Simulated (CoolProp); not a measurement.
A simple Rankine cycle with chlorine: condensing at 329.15 K, boiler at 4.44 MPa, turbine inlet 396.2 K, turbine efficiency 0.6, pump efficiency 0.6, no recuperator. Each further row changes one setting.

Computed with CoolProp (reference Helmholtz-energy equation of state, Thol 2021).

```csv
case,thermal efficiency (%),net work (kJ/kg),heat in (kJ/kg),turbine exit temperature (K),volume ratio over the turbine
as stated,6.4,14.6,228,329.2,2.48
turbine inlet 416.2 K,6.8,16.6,246,341.9,2.41
condensing temperature 321.15 K,7.4,17.5,236,321.1,2.95
boiler pressure 3.11 MPa,4.7,11.6,247,351.0,1.75
turbine efficiency 0.5,5.1,11.6,228,329.2,2.52
```

The expansion ends wet for: as stated; condensing temperature 321.15 K; turbine efficiency 0.5.
